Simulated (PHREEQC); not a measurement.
## Metal-bearing waste water

A solution holds 0.021 mol FeSO4, 0.00022 mol MgSO4, 0.056 mol HCl and 0.00033 mol Na2SO4 per kg of water, at 25 °C. Closed to the air; pH follows from the charge balance.

Equilibrium calculation in PHREEQC: ion-association model, phreeqc.dat.

Each row changes one thing in this solution. No solid was allowed to form.

| case | pH | ionic strength (mol/kgw) | HSO4- (mol/kgw) | SO4-2 (mol/kgw) | Mg+2 (mol/kgw) | MgSO4 (mol/kgw) |
|---|---|---|---|---|---|---|
| as made | 1.44 | 0.104 | 0.0111 | 0.00667 | 0.000179 | 4.07e-5 |
| diluted 10-fold with water | 2.33 | 0.0124 | 0.000475 | 0.00146 | 1.92e-5 | 2.76e-6 |
| HCl replaced by CdCl2 at the same molality | 5.57 | 0.136 | 1.29e-6 | 0.0112 | 0.000166 | 5.36e-5 |
| Na2SO4 left out | 1.44 | 0.103 | 0.0110 | 0.00654 | 0.000180 | 4.01e-5 |
| FeSO4 from 0.021 to 0.0189 mol/kgw | 1.43 | 0.0992 | 0.0103 | 0.00597 | 0.000182 | 3.79e-5 |
| diluted 2-fold with water | 1.71 | 0.0546 | 0.00466 | 0.00443 | 9.03e-5 | 1.97e-5 |
| FeSO4 left out | 1.33 | 0.0571 | 0.000392 | 0.000156 | 0.000218 | 1.64e-6 |
